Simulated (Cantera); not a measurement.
Cantera run:

```python
import numpy as np
import cantera as ct

gas_names = """
    CL CL2 H HCL H2 Si SiCL SiCL2 SiCL3 SiCL4 SiH SiHCL3 SiH2 SiH2CL2 SiH3 SiH3CL SiH4 Si2 Si3
""".split()
cond_names = """
    Si(cr) Si(L)
""".split()


# ... load() reads the species with a 1 bar reference pressure and builds the phases ...
atoms = {
    'SiHCl3': {'Si': 1, 'H': 1, 'CL': 3},
    'HCl': {'H': 1, 'CL': 1},
    'H2': {'H': 2},
}
top_T = {}  # K; cautious upper limits of use, not melting points


# ... equilibrate(T, P, feed) seeds the gas with the atoms and calls Mixture.equilibrate('TP', solver="vcs", rtol=1e-11, max_steps=5000) ...
results = []
T = 1648.15  # K
P = 450  # Pa
for m in [60, 180, 290, 410, 530, 650, 760, 880, 1000, 1100, 1200, 1300, 1500]:
    feed = {'SiHCl3': 1, 'HCl': 0.74, 'H2': m}  # mol
    mix = equilibrate(T, P, feed)
    results.append((T, P, feed, dict(zip(mix.species_names, mix.species_moles))))

top = {s: max(r[3][s] / sum(r[3][g] for g in gas_names) for r in results) for s in gas_names}
cols = sorted((s for s in top if top[s] > 0.001), key=lambda s: -top[s])[:5]
seen = [c for c in cond_names if any(r[3].get(c, 0) > 1e-12 for r in results)]
print("log10 of partial pressures in bar; condensed amounts in mol")
print(f"{'n(H2)':>10s}" + "".join(f"{s[:9]:>10s}" for s in cols + seen))
for T, P, feed, n in results:
    ng = sum(n[g] for g in gas_names)
    print(f"{feed['H2']:10.4g}" + "".join(f"{np.log10(max(n[s] / ng * P / 1e5, 1e-99)):10.3f}" for s in cols)
          + "".join(f"{n.get(c, 0):10.4g}" for c in seen))
```

It prints:

```
log10 of partial pressures in bar; condensed amounts in mol
     n(H2)        H2       HCL     SiCL2         H    Si(cr)
        60    -2.371    -3.698    -4.475    -5.235    0.5242
       180    -2.356    -4.090    -5.274    -5.228    0.7673
       290    -2.353    -4.277    -5.650    -5.226    0.8297
       410    -2.351    -4.416    -5.931    -5.225    0.8589
       530    -2.350    -4.522    -6.143    -5.225    0.8724
       650    -2.350    -4.607    -6.313    -5.225    0.8782
       760    -2.349    -4.672    -6.444    -5.224    0.8796
       880    -2.349    -4.733    -6.567    -5.224    0.8787
      1000    -2.349    -4.787    -6.675    -5.224    0.8759
      1100    -2.349    -4.828    -6.756    -5.224    0.8727
      1200    -2.349    -4.865    -6.830    -5.224    0.8687
      1300    -2.349    -4.899    -6.898    -5.224    0.8643
      1500    -2.348    -4.959    -7.020    -5.224    0.8543
```

Cantera equilibrium calculation (NASA polynomials, part measured and part estimated; ideal gas, pure solids and liquids). The tables' values for SiCl, SiCl3 are old estimates; treat these amounts as uncertain.
